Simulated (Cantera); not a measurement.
A Cantera script and what it prints.

```python
import numpy as np
import cantera as ct

gas_names = """
    CL CLO CL2 H HCL HOCL HO2 H2 H2O H2O2 O OH O2 O3 Si SiCL SiCL2 SiCL3 SiCL4 SiH SiHCL3 SiH2 SiH2CL2
    SiH3 SiH3CL SiH4 SiO SiO2 Si2 Si3
""".split()
cond_names = """
    H2O(s) H2O(L) Si(cr) Si(L) SiO2(Lqz) SiO2(hqz) SiO2(L)
""".split()


# ... load() reads the species with a 1 bar reference pressure and builds the phases ...
atoms = {
    'SiH2Cl2': {'Si': 1, 'H': 2, 'CL': 2},
    'O3': {'O': 3},
    'H2': {'H': 2},
}
top_T = {}  # K; cautious upper limits of use, not melting points


# ... equilibrate(T, P, feed) seeds the gas with the atoms and calls Mixture.equilibrate('TP', solver="vcs", rtol=1e-11, max_steps=5000) ...
results = []
T = 1673.15  # K
P = 10000  # Pa
for m in [1.5, 2.1, 2.8, 3.5, 4.2, 4.8, 5.5, 6.2, 6.9, 7.5, 8.2, 8.9, 9.5]:
    feed = {'SiH2Cl2': 1, 'O3': 0.11, 'H2': m}  # mol
    mix = equilibrate(T, P, feed)
    results.append((T, P, feed, dict(zip(mix.species_names, mix.species_moles))))

top = {s: max(r[3][s] / sum(r[3][g] for g in gas_names) for r in results) for s in gas_names}
cols = sorted((s for s in top if top[s] > 1e-06), key=lambda s: -top[s])[:5]
seen = [c for c in cond_names if any(r[3].get(c, 0) > 1e-12 for r in results)]
print("log10 of partial pressures in bar; condensed amounts in mol")
print(f"{'n(H2)':>10s}" + "".join(f"{s[:9]:>10s}" for s in cols + seen))
for T, P, feed, n in results:
    ng = sum(n[g] for g in gas_names)
    print(f"{feed['H2']:10.4g}" + "".join(f"{np.log10(max(n[s] / ng * P / 1e5, 1e-99)):10.3f}" for s in cols)
          + "".join(f"{n.get(c, 0):10.4g}" for c in seen))
```

Output:

```
log10 of partial pressures in bar; condensed amounts in mol
     n(H2)        H2     SiCL2       HCL       SiO     SiCL3    Si(cr) SiO2(hqz)
       1.5    -1.240    -1.788    -1.792    -2.062    -2.995  0.003064 0.0003315
       2.1    -1.203    -1.867    -1.814    -2.126    -3.115   0.03065         0
       2.8    -1.173    -1.949    -1.840    -2.190    -3.237   0.05901         0
       3.5    -1.152    -2.021    -1.865    -2.246    -3.345   0.08391         0
       4.2    -1.135    -2.085    -1.888    -2.295    -3.442    0.1061         0
       4.8    -1.123    -2.136    -1.908    -2.334    -3.518    0.1234         0
       5.5    -1.112    -2.190    -1.930    -2.375    -3.600    0.1419         0
       6.2    -1.103    -2.241    -1.950    -2.412    -3.675    0.1588         0
       6.9    -1.095    -2.288    -1.970    -2.446    -3.745    0.1744         0
       7.5    -1.090    -2.325    -1.986    -2.474    -3.802    0.1868         0
       8.2    -1.084    -2.367    -2.004    -2.504    -3.864    0.2003         0
       8.9    -1.079    -2.406    -2.021    -2.532    -3.923     0.213         0
       9.5    -1.075    -2.438    -2.035    -2.554    -3.971    0.2232         0
```

Method: chemical equilibrium by Gibbs-energy minimisation in Cantera with the NASA 1993 tables (ideal gas, pure condensed phases). Mutual solubility and eutectic melting of coexisting phases are not modelled. The tables' values for SiCl3, SiCl are old estimates; treat these amounts as uncertain. The tables hold silica as quartz up to 1696 K and as liquid above; real silica turns to tridymite and cristobalite and melts near 1996 K.
